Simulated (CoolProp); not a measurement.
Model: reference Helmholtz-energy equation of state, Thol 2017, in CoolProp.

Q: Give the vapour pressure (MPa), vapour density (kg/m³), enthalpy of vaporisation (kJ/kg) of saturated octamethyltrisiloxane (MDM) at 360.3, 427.9 K.

A: 
```tsv
T (K)	p (MPa)	vapour density (kg/m³)	enthalpy of vaporisation (kJ/kg)
360.3	0.0122	0.978	180
427.9	0.107	7.75	152
```
